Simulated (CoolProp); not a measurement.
Saturation properties of C3F8 (R218).

Values from CoolProp's reference Helmholtz-energy equation of state, Lemmon 2006. It is a short technical equation, of lower accuracy than the large ones.

| T (°C) | p (MPa) | liquid density (kg/m³) | vapour Z | liquid viscosity (µPa s) | liquid conductivity (mW/(m K)) |
|---|---|---|---|---|---|
| -25.75 | 0.1627 | 1567 | 0.9267 | 364 | 59.0 |
| -21.95 | 0.1894 | 1552 | 0.9188 | 343 | 58.0 |
| -18.05 | 0.2201 | 1535 | 0.9101 | 323 | 56.9 |
| -14.25 | 0.2536 | 1519 | 0.9011 | 304 | 55.9 |
| -10.35 | 0.2918 | 1502 | 0.8913 | 287 | 54.8 |
| -6.55 | 0.3331 | 1485 | 0.8810 | 270 | 53.8 |
| -2.65 | 0.3800 | 1467 | 0.8698 | 255 | 52.7 |
| 1.15 | 0.4302 | 1449 | 0.8583 | 241 | 51.6 |
| 5.05 | 0.4868 | 1430 | 0.8456 | 227 | 50.6 |
| 8.85 | 0.5471 | 1411 | 0.8326 | 214 | 49.6 |
| 12.75 | 0.6146 | 1391 | 0.8184 | 202 | 48.5 |
| 16.55 | 0.6862 | 1371 | 0.8036 | 190 | 47.5 |

It boils at -36.8 °C under 1 atm.

Viscosity comes from a separate model (Huber 2003), an estimate that may be off by 10 % or more. Thermal conductivity comes from a separate model (Huber 2003), an estimate that may be off by 10 % or more.
